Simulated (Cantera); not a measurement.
An adiabatic, constant-pressure homogeneous reactor starts with 8.46 % C3H8, 19.2 % O2, 72.3 % N2, at 1425 K and 5.00 bar.

Detailed kinetics in Cantera: GRI-Mech 3.0 (53 species, 325 reactions). GRI-Mech 3.0 was tuned for natural gas; its chemistry of propane as a main component is partial and can be far from experiment.

x: mole fraction; the columns are a selection and need not sum to one.

```json
[
 {"t (s)": "7.00e-6", "T (K)": "1421", "x C3H8": "0.0823", "x O2": "0.191", "x OH": "3.50e-6", "x NO2": "<1e-12", "x CH3": "0.000670", "x CO": "2.44e-5", "x C2H": "<1e-12"},
 {"t (s)": "2.83e-5", "T (K)": "1423", "x C3H8": "[?]", "x O2": "0.186", "x OH": "[?]", "x NO2": "<1e-12", "x CH3": "0.000715", "x CO": "[?]", "x C2H": "1.50e-11"},
 {"t (s)": "0.000114", "T (K)": "2470", "x C3H8": "1.60e-10", "x O2": "1.66e-6", "x OH": "0.000492", "x NO2": "3.34e-10", "x CH3": "0.000737", "x CO": "0.155", "x C2H": "1.66e-5"},
 {"t (s)": "0.000461", "T (K)": "2446", "x C3H8": "<1e-12", "x O2": "9.25e-7", "x OH": "0.000335", "x NO2": "1.05e-9", "x CH3": "2.09e-5", "x CO": "0.178", "x C2H": "1.26e-7"},
 {"t (s)": "0.00186", "T (K)": "2445", "x C3H8": "<1e-12", "x O2": "1.00e-6", "x OH": "0.000349", "x NO2": "7.26e-10", "x CH3": "5.11e-10", "x CO": "0.178", "x C2H": "<1e-12"},
 {"t (s)": "0.00752", "T (K)": "2446", "x C3H8": "<1e-12", "x O2": "1.01e-6", "x OH": "0.000351", "x NO2": "2.45e-10", "x CH3": "4.18e-10", "x CO": "0.178", "x C2H": "<1e-12"},
 {"t (s)": "0.0304", "T (K)": "2446", "x C3H8": "<1e-12", "x O2": "1.02e-6", "x OH": "0.000351", "x NO2": "1.78e-10", "x CH3": "4.13e-10", "x CO": "0.178", "x C2H": "<1e-12"},
 {"t (s)": "0.123", "T (K)": "2446", "x C3H8": "<1e-12", "x O2": "1.02e-6", "x OH": "0.000351", "x NO2": "1.78e-10", "x CH3": "4.13e-10", "x CO": "0.178", "x C2H": "<1e-12"},
 {"t (s)": "0.495", "T (K)": "2446", "x C3H8": "<1e-12", "x O2": "1.02e-6", "x OH": "0.000351", "x NO2": "1.78e-10", "x CH3": "4.13e-10", "x CO": "0.178", "x C2H": "<1e-12"},
 {"t (s)": "2.00", "T (K)": "2446", "x C3H8": "<1e-12", "x O2": "1.02e-6", "x OH": "0.000351", "x NO2": "1.78e-10", "x CH3": "4.13e-10", "x CO": "0.178", "x C2H": "<1e-12"}
]
```

Question: Fill in the missing entries.

Answer: 
- 2.83e-5, x C3H8: 0.0725
- 2.83e-5, x OH: 5.36e-6
- 2.83e-5, x CO: 0.000707
